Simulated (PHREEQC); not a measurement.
Consider water at 20 °C with 0.047 mol/kgw NaH2PO4 and 0.033 mol/kgw TMAH. It is in equilibrium with CO2 at log p = -2 (atm). Otherwise closed; pH follows from the charge balance.

Computed with PHREEQC (ion-association model, wateq4f.dat).

Precipitation was switched off in this run.

What pH, ionic strength does the model give?

pH 7.13; ionic strength 0.108 mol/kgw.

In which forms is P present?

HPO4-2 62 %, H2PO4- 36 %, NaHPO4- 2.0 % of the P.

(CH3)4N+ isn't in the database: it is added as a free cation with an ion size of 4 Å. H3PO4, which wateq4f.dat lacks, is added to it with the constant of phreeqc.dat.
